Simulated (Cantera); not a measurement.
Standard-state values (1 bar) from the NASA 1993 polynomials, evaluated with Cantera. Values are per mole of reaction as written; species without (g) are pure solids or liquids, kept so even where they would boil at 1 bar.

Problem. Between 2075 and 2325 K, where is each reaction favourable under standard conditions?
- 2 AlI₃(g) + N₂(g) ⇌ 3 I₂(g) + 2 AlN
- 2 AlI₃(g) + 2 N(g) ⇌ 3 I₂(g) + 2 AlN

Solution. 
- 2 AlI₃(g) + N₂(g) ⇌ 3 I₂(g) + 2 AlN: ΔG° is 168 kJ at 2075 K and 192 kJ at 2325 K; it stays positive (K < 1). ΔH° is -32 kJ and ΔS° -97 J/K at 2325 K.
- 2 AlI₃(g) + 2 N(g) ⇌ 3 I₂(g) + 2 AlN: ΔG° is -515 kJ at 2075 K and -457 kJ at 2325 K; it stays negative (K > 1). ΔH° is -994 kJ and ΔS° -231 J/K at 2325 K.
